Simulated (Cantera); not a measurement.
Si₂Cl₆ + H₂ (silicon epitaxy and polysilicon growth)

Feed: 1 mol Si₂Cl₆, 18 mol H₂, at 0.0130 bar.

These are equilibrium values from Cantera (NASA tables, ideal gas, pure condensed phases), not measurements of a reactor. Candidate condensed phases: Si; 19 gas species. The feed counts by its element totals alone. The tables' values for SiCl₃, SiCl are old estimates; treat these amounts as uncertain. Kinetics and transport are ignored.

```tsv
T (°C)	log p H₂	log p HCl	log p SiCl₂	log p SiCl₄	log p SiCl₃	log p SiHCl₃	log p H	n Si(s)
975	-1.97	-2.84	-3.31	-3.67	-3.92	-4.25	-7.32	0.612
1000	-1.98	-2.82	-3.25	-3.79	-3.93	-4.35	-7.13	0.589
1025	-1.98	-2.80	-3.19	-3.93	-3.95	-4.46	-6.96	0.564
1050	-1.98	-2.79	-3.15	-4.09	-3.99	-4.58	-6.79	0.541
1075	-1.98	-2.78	-3.12	-4.25	-4.04	-4.70	-6.63	0.519
1100	-1.98	-2.77	-3.10	-4.42	-4.09	-4.83	-6.47	0.500
1125	-1.99	-2.77	-3.08	-4.59	-4.15	-4.96	-6.32	0.483
1150	-1.99	-2.76	-3.06	-4.76	-4.21	-5.09	-6.17	0.468
1175	-1.99	-2.76	-3.05	-4.93	-4.27	-5.22	-6.03	0.455
1200	-1.99	-2.76	-3.04	-5.10	-4.34	-5.35	-5.89	0.443
1225	-1.99	-2.76	-3.03	-5.27	-4.40	-5.48	-5.76	0.432
1250	-1.99	-2.76	-3.03	-5.43	-4.47	-5.60	-5.63	0.422
```
log p: log10 of the partial pressure in bar; n: condensed amount in mol.

From 975 °C to 1250 °C the condensed part is Si(s). The main Si-bearing gas is SiCl₂ throughout. The share of Si in condensed phases is highest at 975 °C (30.6 %) and lowest at 1250 °C (21.1 %).
